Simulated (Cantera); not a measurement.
Cantera with NASA thermochemical tables; ideal gases at 1 bar, condensed phases pure. Values are per mole of reaction as written; species without (g) are pure solids or liquids, kept so even where they would boil at 1 bar.

a) 0.6667 Al + I2(g) = 0.6667 AlI3(g)
b) Pb + I2(g) = PbI2(g)
c) H2(g) + I2(g) = 2 HI(g)
d) Mg + I2(g) = MgI2

Order these by ΔG° at 748 K, most negative first.

d (-311 kJ), a (-168 kJ), b (-88 kJ), c (-24 kJ)
